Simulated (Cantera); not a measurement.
A perfectly stirred reactor is fed with 1.79 % CH4, 98.2 % N2, at 0.0263 atm; it is held at 2000 K, and followed from long to short residence time.

Detailed kinetics in Cantera: GRI-Mech 3.0 (53 species, 325 reactions). GRI-Mech 3.0 stops at C3 and has no aromatics, soot or wall deposition, so with more carbon than oxygen in the feed, carbon stays in small species such as C2H2 where larger ones or solid carbon would form. Radical loss at walls, strong at low pressure, is not modelled.

Task: Predict: x(CH4) at τ = 14.0 s; x(HCN) at τ = 14.0 s; x(C2H) at τ = 14.0 s; x(CH3) at τ = 14.0 s; x(CH2) at τ = 14.0 s; x(CH4) at τ = 43.0 ms; x(HCN) at τ = 43.0 ms; x(C2H) at τ = 43.0 ms; x(CH3) at τ = 43.0 ms; x(CH2) at τ = 43.0 ms.

Result: 
```
Item                      Value
---------------------  --------
x(CH4) at τ = 14.0 s    5.12e-5
x(HCN) at τ = 14.0 s    0.00515
x(C2H) at τ = 14.0 s    3.28e-6
x(CH3) at τ = 14.0 s    2.84e-5
x(CH2) at τ = 14.0 s    1.01e-6
x(CH4) at τ = 43.0 ms   0.00470
x(HCN) at τ = 43.0 ms   3.72e-5
x(C2H) at τ = 43.0 ms   1.15e-6
x(CH3) at τ = 43.0 ms  0.000800
x(CH2) at τ = 43.0 ms   6.64e-6
```
